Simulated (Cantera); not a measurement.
An isothermal, constant-pressure homogeneous reactor starts with C₃H₈ : H₂ = 1 : 89 (molar parts), at 1125 K and 1.10 bar. Integrator tolerance rtol = 1e-08.

Detailed kinetics in Cantera: GRI-Mech 3.0 (53 species, 325 reactions). GRI-Mech 3.0 was tuned for natural gas; its chemistry of propane as a main component is partial and can be far from experiment. GRI-Mech 3.0 stops at C3 and has no aromatics, soot or wall deposition, so with more carbon than oxygen in the feed, carbon stays in small species such as C2H2 where larger ones or solid carbon would form.

Problem. What does this change do: pressure from 1.10 bar to 10.00 Torr?

Solution. 
```json
[
 {"quantity": "x(C₃H₈) at 70.0 s", "before": "3.24e-9 (gas-phase equilibrium 2.86e-11)", "after": "3.39e-9 (gas-phase equilibrium 2.71e-11)"},
 {"quantity": "x(H₂) at 70.0 s", "before": "0.967 (gas-phase equilibrium 0.967)", "after": "0.978 (gas-phase equilibrium 0.967)"},
 {"quantity": "x(C₂H₂) at 70.0 s", "before": "1.94e-6 (gas-phase equilibrium 2.88e-8)", "after": "0.00505 (gas-phase equilibrium 0.000189)"},
 {"quantity": "x(CH₃) at 70.0 s", "before": "7.82e-8 (gas-phase equilibrium 2.68e-8)", "after": "5.78e-7 (gas-phase equilibrium 2.39e-7)"},
 {"quantity": "x(CH₂) at 70.0 s", "before": "<1e-12 (gas-phase equilibrium <1e-12)", "after": "<1e-12 (gas-phase equilibrium <1e-12)"},
 {"quantity": "x(C₂H₄) at 70.0 s", "before": "8.16e-5 (gas-phase equilibrium 1.29e-6)", "after": "0.00536 (gas-phase equilibrium 0.000102)"},
 {"quantity": "x(C₂H₆) at 70.0 s", "before": "3.26e-5 (gas-phase equilibrium 5.41e-7)", "after": "2.60e-5 (gas-phase equilibrium 5.22e-7)"}
]
```
Radical loss at walls, strong at low pressure, is not modelled.
